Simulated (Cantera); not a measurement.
Input (Python, Cantera):

```python
import numpy as np
import cantera as ct

gas = ct.Solution("h2o2.yaml")
gas.TPX = 1200, 2500, {'H2': 0.34, 'O2': 1}
reactor = ct.IdealGasConstPressureReactor(gas, energy="off", clone=False)
net = ct.ReactorNet([reactor])
net.rtol, net.atol = 1e-08, 1e-18
show = ['H2', 'O2', 'H', 'H2O2', 'H2O', 'O', 'OH']
times = np.geomspace(1e-05, 30, 15)

steps = ct.SolutionArray(gas, extra=["t"])
rows = []
print(f"{'t/s':>10s}{'T/K':>9s}{'P/Pa':>11s}" + "".join(f"{s:>11s}" for s in show))
for t in times:
    while net.time < t:
        t_next = net.step()
        steps.append(gas.state, t=t_next)
    rows.append([np.interp(t, steps.t, y) for y in (steps.T, steps.P, *steps(*show).X.T)])
    print(f"{t:10.3e}{rows[-1][0]:9.1f}{rows[-1][1]:11.4g}" + "".join(f"{x:11.3e}" for x in rows[-1][2:]))
rate = np.gradient(steps.T, steps.t)
print("integrator steps:", len(steps.t))
if steps.T.max() > steps.T[0] + 200:
    print(f"time of steepest temperature rise: {steps.t[rate.argmax()]:.4e} s")
gas.TPX = 1200, 2500, {'H2': 0.34, 'O2': 1}
gas.equilibrate("TP")
print(f"equilibrium (TP): T = {gas.T:.1f} K  " + "  ".join(f"{s} {gas[s].X[0]:.3e}" for s in show))
```

Result:

```
       t/s      T/K       P/Pa         H2         O2          H       H2O2        H2O          O         OH
 1.000e-05   1200.0       2500  2.537e-01  7.463e-01  3.002e-09  6.284e-13  1.972e-10  4.543e-10  3.730e-10
 2.902e-05   1200.0       2500  2.537e-01  7.463e-01  9.679e-09  5.289e-12  3.452e-09  3.217e-09  2.176e-09
 8.420e-05   1200.0       2500  2.537e-01  7.463e-01  6.717e-08  4.459e-11  7.250e-08  3.249e-08  1.943e-08
 2.443e-04   1200.0       2500  2.537e-01  7.463e-01  7.248e-06  4.290e-10  1.093e-05  3.716e-06  2.180e-06
 7.089e-04   1200.0       2500  3.614e-02  6.310e-01  9.439e-02  9.564e-07  1.644e-01  5.939e-02  1.462e-02
 2.057e-03   1200.0       2500  1.062e-02  6.478e-01  5.118e-02  8.148e-07  2.283e-01  5.183e-02  1.020e-02
 5.969e-03   1200.0       2500  3.275e-03  6.932e-01  7.333e-03  1.035e-06  2.762e-01  1.426e-02  5.696e-03
 1.732e-02   1200.0       2500  3.446e-04  7.074e-01  2.341e-04  5.836e-07  2.888e-01  1.462e-03  1.813e-03
 5.026e-02   1200.0       2500  3.658e-05  7.090e-01  8.451e-06  2.006e-07  2.902e-01  1.596e-04  6.016e-04
 1.458e-01   1200.0       2500  5.992e-06  7.093e-01  5.971e-07  6.804e-08  2.904e-01  2.730e-05  2.493e-04
 4.232e-01   1200.0       2500  1.350e-06  7.093e-01  6.677e-08  2.386e-08  2.905e-01  6.344e-06  1.201e-04
 1.228e+00   1200.0       2500  3.659e-07  7.094e-01  9.695e-09  8.468e-09  2.906e-01  1.754e-06  6.313e-05
 3.563e+00   1200.0       2500  1.125e-07  7.094e-01  1.681e-09  3.085e-09  2.906e-01  5.450e-07  3.517e-05
 1.034e+01   1200.0       2500  4.266e-08  7.094e-01  3.960e-10  1.324e-09  2.906e-01  2.068e-07  2.166e-05
 3.000e+01   1200.0       2500  2.847e-08  7.094e-01  2.162e-10  9.423e-10  2.906e-01  1.371e-07  1.763e-05
integrator steps: 2138
equilibrium (TP): T = 1200.0 K  H2 2.791e-08  O2 7.094e-01  H 2.099e-10  H2O2 9.271e-10  H2O 2.906e-01  O 1.344e-07  OH 1.745e-05
```

Cantera simulation using the H2/O2 subset of GRI-Mech 3.0, which has no nitrogen chemistry; the numbers are that mechanism's predictions, not measurements. Radical loss at walls, strong at low pressure, is not modelled. The temperature is held fixed by assumption; the heat of reaction is taken as removed at once.
